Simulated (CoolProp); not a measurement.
Computed with CoolProp (reference Helmholtz-energy equation of state, Platzer 1990). This equation is an older, rougher fit.

### Question
For c-C4F8 (RC318), give the phase and the cp (kJ/(kg K)), speed of sound (m/s), Prandtl number at 480.5 K and 92.6 kPa.

### Answer
- 480.5 K and 92.6 kPa: gas; cp 1.02, speed of sound 144, Prandtl number 0.756

Viscosity comes from a separate model (Huber 2003), an estimate that may be off by 10 % or more. Thermal conductivity comes from a separate model (Huber 2003), an estimate that may be off by 10 % or more.
